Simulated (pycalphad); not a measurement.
**Phase fractions of Al-10.12Si-0.9071Mg (wt.%)**

Computed with pycalphad from the COST 507 light-alloy database (1999), at 1 atm. The database dates from 1999; later assessments differ in places, in temperatures and in the compounds included. Phase fractions are per mole of atoms. Diffusion is slow at the low end, where real alloys seldom reach equilibrium.

```
T (°C)  LIQUID  FCC_A1  DIAMOND_A4  MG2SI
------  ------  ------  ----------  -----
617      1.000       -           -      -
537          -   0.908       0.085  0.007
457          -   0.899       0.089  0.011
377          -   0.895       0.091  0.014
297          -   0.893       0.092  0.015
217          -   0.893       0.092  0.015
137          -   0.892       0.092  0.015
```

Database names, with the compositions (at.%) that they take in these runs: MG2SI: Mg 67 Si 33. FCC_A1 is fcc; DIAMOND_A4 is diamond (Si).
